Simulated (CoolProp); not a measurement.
Saturation properties of propylene glycol (Tc = 674.0 K, pc = 72.92 bar, ω = 0.327).

Computed with CoolProp (reference Helmholtz-energy equation of state, Eisenbach 2021).

```json
[
 {"T (K)": "396.2", "p (bar)": "0.09035", "vapour density (kg/m³)": "0.2094"},
 {"T (K)": "407.1", "p (bar)": "0.1449", "vapour density (kg/m³)": "0.3272"},
 {"T (K)": "417.9", "p (bar)": "0.2245", "vapour density (kg/m³)": "0.4949"},
 {"T (K)": "428.8", "p (bar)": "0.3399", "vapour density (kg/m³)": "0.7319"},
 {"T (K)": "439.6", "p (bar)": "0.5000", "vapour density (kg/m³)": "1.053"},
 {"T (K)": "450.5", "p (bar)": "0.7213", "vapour density (kg/m³)": "1.489"},
 {"T (K)": "461.4", "p (bar)": "1.019", "vapour density (kg/m³)": "2.063"},
 {"T (K)": "472.2", "p (bar)": "1.407", "vapour density (kg/m³)": "2.800"},
 {"T (K)": "483.1", "p (bar)": "1.915", "vapour density (kg/m³)": "3.749"},
 {"T (K)": "493.9", "p (bar)": "2.557", "vapour density (kg/m³)": "4.936"},
 {"T (K)": "504.8", "p (bar)": "3.372", "vapour density (kg/m³)": "6.430"},
 {"T (K)": "515.7", "p (bar)": "4.387", "vapour density (kg/m³)": "8.277"},
 {"T (K)": "526.5", "p (bar)": "5.621", "vapour density (kg/m³)": "10.52"},
 {"T (K)": "537.4", "p (bar)": "7.134", "vapour density (kg/m³)": "13.27"},
 {"T (K)": "548.2", "p (bar)": "8.939", "vapour density (kg/m³)": "16.58"}
]
```

It boils at 461.2 K under 1 atm.
